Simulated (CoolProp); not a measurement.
Vapour-liquid equilibrium of CHF3 (R23) (1) + propane (2) at 265.5 K; x and y are mole fractions of (1).

The numbers come from the multi-fluid Helmholtz-energy mixture model, Penoncello 2003 and Lemmon 2009; pair parameters Bell 2016 in CoolProp.

```tsv
x	bubble pressure, mixture model (kPa)	bubble pressure, Raoult's law (kPa)	y, mixture model	y, Raoult's law
0.05	674.7	455.1	0.434	0.222
0.2	1289	701.8	[?]	0.575
0.35	1592	948.4	[?]	0.744
0.5	1746	1195	0.794	0.844
0.65	[?]	1442	0.822	0.909
0.8	[?]	1688	[?]	0.956
0.95	2023	1935	0.952	0.990
```

Task: What belongs in the gaps?

Result: 
- 0.2, y, mixture model: 0.701
- 0.35, y, mixture model: 0.764
- 0.65, bubble pressure, mixture model (kPa): 1855
- 0.8, bubble pressure, mixture model (kPa): 1957
- 0.8, y, mixture model: 0.865

The largest gap from Raoult's law is +83.7 % in bubble pressure, at x = 0.2. No azeotrope shows between x = 0.05 and 0.95.

Pair parameters are fitted to limited data, so mixtures are less certain than the pure fluids. With so large a gap from Raoult's law the liquid may split in two, which this calculation doesn't test in full.
